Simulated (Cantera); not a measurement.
What does this Cantera script print?

```python
import numpy as np
import cantera as ct

gas = ct.Solution("gri30.yaml")


def delay(T, t_max=10):
    gas.TPX = T, 42000, {'CH4': 1, 'C2H6': 0.034, 'O2': 2.28, 'N2': 8.57}
    reactor = ct.IdealGasReactor(gas, clone=False)
    net = ct.ReactorNet([reactor])
    net.rtol, net.atol = 1e-8, 1e-16
    while net.time < t_max:
        t_old, T_old = net.time, reactor.T
        net.step()
        if reactor.T > T + 400:  # ignition: a rise of 400 K
            return t_old + (T + 400 - T_old) / (reactor.T - T_old) * (net.time - t_old)
    return np.nan


taus = []
for T in [1098, 1198, 1298, 1398, 1498, 1598]:
    taus.append(delay(T))
    print(f"T0 = {T:6g} K   tau = {taus[-1]:.4e} s")
```

Result:

```
T0 =   1098 K   tau = 1.4380e-01 s
T0 =   1198 K   tau = 3.4238e-02 s
T0 =   1298 K   tau = 8.7950e-03 s
T0 =   1398 K   tau = 2.5128e-03 s
T0 =   1498 K   tau = 8.4586e-04 s
T0 =   1598 K   tau = 3.4848e-04 s
```

Model: GRI-Mech 3.0 (53 species, 325 reactions), integrated in Cantera.
